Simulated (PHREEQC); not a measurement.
Dissolve 66 mmol/kgw H3PO4 and 2.2 mmol/kgw Na2CO3 at 25 °C. Closed to the air; pH follows from the charge balance.

Equilibrium calculation in PHREEQC: ion-association model, wateq4f.dat.

```yaml
pH: 1.81
ionic_strength: 0.0220 mol/kgw
total_alkalinity: -61.6 meq/kg
```

```
species  molality  activity   log γ
-------  --------  --------  ------
H3PO4      0.0440    0.0442   0.002
H2PO4-     0.0220    0.0192  -0.060
H+         0.0176    0.0156  -0.053
Na+       0.00440   0.00382  -0.062
CO2       0.00220   0.00221   0.002
HPO4-2    1.34e-7   7.63e-8  -0.244
HCO3-     7.21e-8   6.28e-8  -0.060
```

No solid was allowed to form. H3PO4, which wateq4f.dat lacks, is added to it with the constant of phreeqc.dat.
